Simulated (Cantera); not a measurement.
Input: 1 mol Si, 0.098 mol CO₂, 200 mol N₂, equilibrated at 950 °C and 1.10 Pa.

Method: chemical equilibrium by Gibbs-energy minimisation in Cantera with the NASA 1993 tables (ideal gas, pure condensed phases). Candidate condensed phases: C, Si, SiC, SiO₂, Si₂N₂O, Si₃N₄; 34 gas species. N₂ is the only nitrogen source here; it is nearly inert below about 1500 K, so the nitride shown seldom forms there in practice. Mutual solubility and eutectic melting of coexisting phases are not modelled. The numbers say what is thermodynamically allowed, not how fast it happens.

Base state: N₂ 1.000, CO 2.99e-5 (mole fractions); condensed: SiC(s) + Si₂N₂O(s) + Si₃N₄(s).

**Question.** What changes in the equilibrium state with this change: temperature from 950 °C to 1852 °C?

**Answer.** 
```json
[
 {"species": "N₂", "before": "1.000", "after": "0.995"},
 {"species": "Si", "before": "8.80e-9", "after": "0.00448"},
 {"species": "SiO", "before": "3.40e-6", "after": "0.000487"},
 {"species": "CO", "before": "2.99e-5", "after": "0.000487"},
 {"species": "SiC(s), mol", "before": "0.0920", "after": "0"},
 {"species": "Si₂N₂O(s), mol", "before": "0.189", "after": "0"},
 {"species": "Si₃N₄(s), mol", "before": "0.176", "after": "0"}
]
```
